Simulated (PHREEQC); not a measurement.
1 kg of water holding 7.7 mmol/kgw Na2CO3 and 110 mmol/kgw KCl is evaporated at 40 °C; the solids stay in contact with the brine. CO2 from the air is kept out. Only these solids could form: Halite, Kalicinite, Nahcolite, Natron, Sylvite, Trona.

Equilibrium calculation in PHREEQC: Pitzer model, pitzer.dat.

Q: Predict ionic strength at water left (kg) = 0.3751, 0.3083, 0.1712, 0.1156.

A: 
```
water left (kg)  ionic strength
---------------  --------------
0.3751                    0.353
0.3083                    0.430
0.1712                    0.775
0.1156                     1.15
```

Away from 25 °C the constants follow the database's enthalpies or fits; those with neither stay at their 25 °C values.
